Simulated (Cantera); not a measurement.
SiF₄ + CH₄ + H₂ (silicon carbide growth)

Charge: 1 mol SiF₄, 1.8 mol CH₄, 20 mol H₂, held at 1548 K and 0.220 bar.

Method: chemical equilibrium by Gibbs-energy minimisation in Cantera with the NASA 1993 tables (ideal gas, pure condensed phases). Candidate condensed phases: C, C₆H₆, C₇H₈, C₈H₁₈, Si, SiC; 113 gas species. The tables' values for SiF₃, SiF₂ are old estimates; treat these amounts as uncertain. The numbers say what is thermodynamically allowed, not how fast it happens.

```json
{
 "x(H₂)": "0.950",
 "x(SiF₄)": "0.0332",
 "x(HF)": "0.0101",
 "x(SiF₃)": "0.00410",
 "x(SiHF₃)": "0.00214",
 "x(CH₄)": "0.000407",
 "x(SiF₂)": "0.000266",
 "x(H)": "6.40e-5",
 "x(SiH₂F₂)": "6.22e-5",
 "n(C(graphite))": "1.77 mol",
 "n(SiC(s))": "0.0198 mol",
 "gas_amount": "24.67 mol",
 "log10 activity of Si(s) (absent)": "-2.06"
}
```
